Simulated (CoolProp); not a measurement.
Vapour-liquid equilibrium of diethyl ether (1) + n-hexane (2) at 0.0872 MPa; x and y are mole fractions of (1).

The numbers come from the multi-fluid Helmholtz-energy mixture model, Thol 2014 and Thol 2019; pair parameters Bell 2016 in CoolProp.

```
x      bubble temperature, mixture model (°C)  bubble temperature, Raoult's law (°C)  y, mixture model  y, Raoult's law
-----  --------------------------------------  -------------------------------------  ----------------  ---------------
0.05                                     60.2                                   61.1             0.157            0.137
0.125                                    55.5                                   57.1             0.331            0.305
0.2                                      51.7                                   53.6             0.457            0.437
0.275                                    48.5                                   50.4             0.554            0.545
0.35                                     45.8                                   47.5             0.632            0.632
0.425                                    43.4                                   44.9             0.697            0.705
0.5                                      41.2                                   42.4             0.752            0.765
0.575                                    39.3                                   40.2             0.801            0.817
0.65                                     37.5                                   38.2             0.844            0.861
0.725                                    35.8                                   36.3             0.883            0.898
0.8                                      34.2                                   34.5             0.919            0.931
0.875                                    32.7                                   32.8             0.951            0.960
0.95                                     31.2                                   31.3             0.981            0.985
```

The largest gap from Raoult's law is -1.9 K in bubble temperature, at x = 0.275. No azeotrope shows between x = 0.05 and 0.95.

The pair parameters rest on a limited set of measurements; away from them the model extrapolates.
